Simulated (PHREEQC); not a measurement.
Make-up at 25 °C: 0.078 mol/kgw H3PO4. Closed to the air; pH follows from the charge balance.

Computed with PHREEQC (ion-association model, phreeqc.dat).

| quantity | before | after |
|---|---|---|
| pH | 1.71 | 1.60 |
| ionic strength (mol/kgw) | 0.0222 | 0.0284 |
| H3PO4 (mol/kgw) | 0.0558 | 0.0886 |
| H2PO4- (mol/kgw) | 0.0222 | 0.0284 |
| HPO4-2 (mol/kgw) | 1.07e-7 | 1.13e-7 |

**Question.** Which change was made?
A. H3PO4 from 0.078 to 0.0156 mol/kgw
B. diluted 2-fold with water
C. H3PO4 from 0.078 to 0.117 mol/kgw
D. diluted 100-fold with water
E. 0.02 mol/kgw Ca(OH)2 added

**Answer.** C, H3PO4 from 0.078 to 0.117 mol/kgw

This is a speciation only: nothing precipitates in the calculation.
